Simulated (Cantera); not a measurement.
A Cantera script and what it prints.

```python
import numpy as np
import cantera as ct

gas_names = [...]  # 118 gases of nasa_gas.yaml made of C, Cl, F, H
cond_names = """
    C(gr) C6H6(L) C7H8(L) C8H18(L),n-octa
""".split()


# ... load() reads the species with a 1 bar reference pressure and builds the phases ...
atoms = {
    'C2F6': {'C': 2, 'F': 6},
    'HCl': {'H': 1, 'CL': 1},
}
top_T = {'C(gr)': 4500}  # K; cautious upper limits of use, not melting points


# ... equilibrate(T, P, feed) seeds the gas with the atoms and calls Mixture.equilibrate('TP', solver="vcs", rtol=1e-11, max_steps=5000) ...
results = []
T = 1323  # K
P = 6400  # Pa
for m in [0.06, 0.081, 0.11, 0.15, 0.2, 0.27, 0.36, 0.49, 0.66, 0.89, 1.2, 1.6, 2.2]:
    feed = {'C2F6': 1, 'HCl': m}  # mol
    mix = equilibrate(T, P, feed)
    results.append((T, P, feed, dict(zip(mix.species_names, mix.species_moles))))

top = {s: max(r[3][s] / sum(r[3][g] for g in gas_names) for r in results) for s in gas_names}
cols = sorted((s for s in top if top[s] > 1e-06), key=lambda s: -top[s])[:9]
seen = [c for c in cond_names if any(r[3].get(c, 0) > 1e-12 for r in results)]
print("log10 of partial pressures in bar; condensed amounts in mol")
print(f"{'n(HCl)':>10s}" + "".join(f"{s[:9]:>10s}" for s in cols + seen))
for T, P, feed, n in results:
    ng = sum(n[g] for g in gas_names)
    print(f"{feed['HCl']:10.4g}" + "".join(f"{np.log10(max(n[s] / ng * P / 1e5, 1e-99)):10.3f}" for s in cols)
          + "".join(f"{n.get(c, 0):10.4g}" for c in seen))
```

Result:

```
log10 of partial pressures in bar; condensed amounts in mol
    n(HCl)       CF4        HF       HCL       CL2        CL     CCLF3    CCL2F2     CCL3F       CF2     C(gr)
      0.06    -1.222    -2.652    -3.683    -3.169    -3.403    -3.325    -5.459    -7.681    -6.285    0.5108
     0.081    -1.231    -2.535    -3.493    -3.025    -3.331    -3.260    -5.319    -7.467    -6.289    0.5147
      0.11    -1.243    -2.420    -3.304    -2.885    -3.261    -3.199    -5.185    -7.259    -6.295    0.5202
      0.15    -1.258    -2.307    -3.120    -2.750    -3.194    -3.143    -5.058    -7.061    -6.303    0.5276
       0.2    -1.277    -2.206    -2.956    -2.632    -3.135    -3.098    -4.950    -6.889    -6.312    0.5368
      0.27    -1.303    -2.107    -2.792    -2.517    -3.077    -3.060    -4.847    -6.723    -6.325    0.5495
      0.36    -1.334    -2.017    -2.644    -2.415    -3.026    -3.032    -4.760    -6.577    -6.340    0.5655
      0.49    -1.375    -1.929    -2.495    -2.314    -2.976    -3.013    -4.681    -6.437    -6.361     0.588
      0.66    -1.426    -1.853    -2.363    -2.228    -2.933    -3.007    -4.619    -6.320    -6.387    0.6168
      0.89    -1.488    -1.785    -2.241    -2.151    -2.894    -3.016    -4.574    -6.221    -6.418    0.6546
       1.2    -1.564    -1.727    -2.131    -2.086    -2.862    -3.040    -4.546    -6.141    -6.455    0.7041
       1.6    -1.651    -1.680    -2.037    -2.033    -2.835    -3.079    -4.538    -6.084    -6.499    0.7659
       2.2    -1.767    -1.640    -1.944    -1.987    -2.812    -3.143    -4.549    -6.044    -6.557    0.8551
```

Equilibrium computed with Cantera from the NASA thermochemical tables; the gas is ideal and each condensed phase is pure. The feed counts by its element totals alone. Gases not in the tables: C2F6 and larger saturated fluorocarbons.
